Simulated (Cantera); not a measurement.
Charge: 1 mol FeS2, 0.16 mol SO3, 6.6 mol H2O, held at 902 °C and 2.80 bar.

Method: chemical equilibrium by Gibbs-energy minimisation in Cantera with the NASA 1993 tables (ideal gas, pure condensed phases). Candidate condensed phases: Fe, FeO, Fe(OH)2, Fe(OH)3, FeS, FeSO4, FeS2, Fe2O3, Fe2(SO4)3, Fe3O4, H2O, H2SO4, S; 22 gas species. FeS: taken at fixed stoichiometry. Gases not in the tables: S3 to S7. Rates play no part.

Base state: H2O 0.849, SO2 0.0660, H2S 0.0570, S2 0.0180, H2 0.00941, S2O 0.000887, SO 4.23e-5, SH 4.05e-5 (mole fractions); condensed: FeS(s).

**Question.** What changes in the equilibrium state with this change: FeS2 replaced by Fe2O3?

**Answer.** 
| species | before | after |
|---|---|---|
| H2O | 0.849 | 0.966 |
| SO2 | 0.0660 | 0.0222 |
| O2 | <1e-9 | 0.0111 |
| H2S | 0.0570 | <1e-9 |
| S2 | 0.0180 | <1e-9 |
| S2O | 0.000887 | <1e-9 |
| H2 | 0.00941 | 4.10e-8 |
| SO3 | 1.41e-8 | 0.00123 |
| FeS(s), mol | 1.00 | 0 |
| Fe2O3(s), mol | 0 | 1.00 |
